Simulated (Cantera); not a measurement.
Mixture: CO : H₂ : O₂ : N₂ = 1 : 1.4 : 1.36 : 5.13 (molar parts), equivalence ratio 0.88, at 3800000 Pa, adiabatic and at constant pressure. Ignition delay is the time to a rise of 400 K.

Detailed kinetics in Cantera: GRI-Mech 3.0 (53 species, 325 reactions). The hydrogen kinetics of GRI-Mech 3.0 are dated; newer H2 mechanisms differ, most at raised pressure. The pressure lies above the range GRI-Mech 3.0 was tuned for (to about 10 atm). Where the delays flatten at high temperature, the 400 K rule measures the pace of heat release, not the induction time.

### Question
What does this change do: pressure from 3800000 Pa to 420000 Pa?

### Answer
```
quantity           before    after
---------------  --------  -------
delay at 1300 K   15.0 µs  9.06 µs
delay at 1400 K   2.98 µs  5.87 µs
delay at 1500 K  0.876 µs  4.34 µs
delay at 1600 K  0.450 µs  3.51 µs
delay at 1700 K  0.297 µs  3.06 µs
delay at 1800 K  0.221 µs  2.83 µs
delay at 1900 K  0.177 µs  2.76 µs
```

### Question
What does this change do: constant volume in place of constant pressure?

### Answer
```tsv
quantity	before	after
delay at 1300 K	15.0 µs	13.9 µs
delay at 1400 K	2.98 µs	2.82 µs
delay at 1500 K	0.876 µs	0.831 µs
delay at 1600 K	0.450 µs	0.425 µs
delay at 1700 K	0.297 µs	0.279 µs
delay at 1800 K	0.221 µs	0.206 µs
delay at 1900 K	0.177 µs	0.163 µs
apparent activation energy between 1700 and 1900 K	70 kJ/mol	72 kJ/mol
```
